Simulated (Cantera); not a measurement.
Cantera run, input and output.

```python
import numpy as np
import cantera as ct

gas = ct.Solution("gri30.yaml")
gas.TPX = 1075, 390000, {'CH4': 1, 'O2': 2.9, 'N2': 11, 'CO2': 0.48}
reactor = ct.IdealGasConstPressureReactor(gas, energy="on", clone=False)
net = ct.ReactorNet([reactor])
net.rtol, net.atol = 1e-08, 1e-16
show = ['CH4', 'O2', 'CO2', 'H2O', 'NO', 'C2H4', 'HCN']
times = np.geomspace(3e-06, 3, 11)

steps = ct.SolutionArray(gas, extra=["t"])
rows = []
print(f"{'t/s':>10s}{'T/K':>9s}{'P/Pa':>11s}" + "".join(f"{s:>11s}" for s in show))
for t in times:
    while net.time < t:
        t_next = net.step()
        steps.append(gas.state, t=t_next)
    rows.append([np.interp(t, steps.t, y) for y in (steps.T, steps.P, *steps(*show).X.T)])
    print(f"{t:10.3e}{rows[-1][0]:9.1f}{rows[-1][1]:11.4g}" + "".join(f"{x:11.3e}" for x in rows[-1][2:]))
rate = np.gradient(steps.T, steps.t)
print("integrator steps:", len(steps.t))
if steps.T.max() > steps.T[0] + 200:
    print(f"time of steepest temperature rise: {steps.t[rate.argmax()]:.4e} s")
gas.TPX = 1075, 390000, {'CH4': 1, 'O2': 2.9, 'N2': 11, 'CO2': 0.48}
gas.equilibrate("HP")
print(f"equilibrium (HP): T = {gas.T:.1f} K  " + "  ".join(f"{s} {gas[s].X[0]:.3e}" for s in show))
```

It prints:

```
       t/s      T/K       P/Pa        CH4         O2        CO2        H2O         NO       C2H4        HCN
 3.000e-06   1075.0    3.9e+05  6.502e-02  1.886e-01  3.121e-02  1.119e-12  2.662e-25  4.668e-19  6.479e-29
 1.194e-05   1075.0    3.9e+05  6.502e-02  1.886e-01  3.121e-02  1.852e-11  4.104e-24  4.800e-17  1.030e-27
 4.755e-05   1075.0    3.9e+05  6.502e-02  1.886e-01  3.121e-02  3.034e-10  6.434e-23  3.618e-15  1.662e-26
 1.893e-04   1075.0    3.9e+05  6.502e-02  1.886e-01  3.121e-02  5.270e-09  1.067e-21  2.574e-13  2.804e-25
 7.536e-04   1075.0    3.9e+05  6.502e-02  1.886e-01  3.121e-02  1.133e-07  2.159e-20  2.437e-11  6.063e-24
 3.000e-03   1075.0    3.9e+05  6.502e-02  1.886e-01  3.121e-02  3.160e-06  7.493e-19  3.815e-09  3.143e-22
 1.194e-02   1075.2    3.9e+05  6.497e-02  1.885e-01  3.121e-02  3.679e-05  1.223e-17  9.719e-08  7.015e-21
 4.755e-02   1080.2    3.9e+05  6.416e-02  1.879e-01  3.121e-02  7.712e-04  8.335e-16  8.093e-06  1.561e-18
 1.893e-01   2330.8    3.9e+05  5.613e-19  5.457e-02  9.305e-02  1.265e-01  8.030e-03  5.242e-29  2.773e-12
 7.536e-01   2330.7    3.9e+05  5.606e-19  5.453e-02  9.305e-02  1.265e-01  8.105e-03  5.228e-29  2.781e-12
 3.000e+00   2330.7    3.9e+05  5.606e-19  5.453e-02  9.305e-02  1.265e-01  8.105e-03  5.228e-29  2.781e-12
integrator steps: 2310
time of steepest temperature rise: 6.4547e-02 s
equilibrium (HP): T = 2330.7 K  CH4 8.235e-19  O2 5.453e-02  CO2 9.305e-02  H2O 1.265e-01  NO 8.105e-03  C2H4 6.421e-29  HCN 2.781e-12
```

Detailed kinetics in Cantera: GRI-Mech 3.0 (53 species, 325 reactions).
